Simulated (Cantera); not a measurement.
Diamond growth

A diamond (100) surface in a fixed gas of H2 with x(CH4) = 0.0035, x(H) = 0.0047, at 1398 K, 0.110 bar; coverages are run to steady state.

Cantera simulation using the Harris–Goodwin 1993 mechanism for the reconstructed diamond (100) surface; the numbers are that mechanism's predictions, not measurements.

| x(CH3) | growth (µm/h) | θ c6HH | θ c6H* | θ c6*H | θ c6** | θ c6HM |
|---|---|---|---|---|---|---|
| 1e-06 | 0.0255 | 0.344 | 0.0590 | 0.541 | 0.0561 | 8.24e-7 |
| 2.7e-06 | 0.0688 | 0.344 | 0.0590 | 0.541 | 0.0561 | 2.22e-6 |
| 7.4e-06 | 0.189 | 0.344 | 0.0590 | 0.541 | 0.0561 | 6.10e-6 |
| 2e-05 | 0.509 | 0.344 | 0.0590 | 0.540 | 0.0561 | 1.65e-5 |
| 5.4e-05 | 1.37 | 0.344 | 0.0590 | 0.540 | 0.0560 | 4.45e-5 |
| 0.00015 | 3.80 | 0.344 | 0.0590 | 0.540 | 0.0558 | 0.000123 |
| 0.0004 | 10.0 | 0.344 | 0.0589 | 0.540 | 0.0552 | 0.000327 |
| 0.0011 | 26.9 | 0.344 | 0.0587 | 0.538 | 0.0536 | 0.000889 |
| 0.003 | 68.6 | 0.343 | 0.0584 | 0.535 | 0.0498 | 0.00235 |
θ: site fractions in the mechanism's names (c6HH fully hydrogenated, c6H* and c6*H radical sites, c6** diradical, c6HM methylated).
